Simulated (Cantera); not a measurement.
Charge: 1 mol SiH4, 0.33 mol HCl, 57 mol N2, held at 13.3 mbar.

These are equilibrium values from Cantera (NASA tables, ideal gas, pure condensed phases), not measurements of a reactor. Candidate condensed phases: NH4Cl, Si, Si3N4; 28 gas species. Kinetics and transport are ignored. All values below are at 1573 K.

Base state: N2 0.960, H2 0.0342, HCl 0.00528, SiCl2 0.000165, H 6.51e-5 (mole fractions); condensed: Si3N4(s).

Question: What changes in the equilibrium state with this change: SiH4 replaced by Si2Cl6?

Answer: 
| species | before | after |
|---|---|---|
| N2 | 0.960 | 0.960 |
| SiCl2 | 0.000165 | 0.0133 |
| SiCl4 | 1.19e-8 | 0.0124 |
| H2 | 0.0342 | 2.94e-6 |
| SiCl3 | 8.65e-7 | 0.00793 |
| Cl | 7.99e-6 | 0.000906 |
| H | 6.51e-5 | 6.04e-7 |
| HCl | 0.00528 | 0.00555 |
| Si3N4(s), mol | 0.330 | 0 |
The feed counts by its element totals alone. The tables' values for SiCl3 are old estimates; treat these amounts as uncertain.
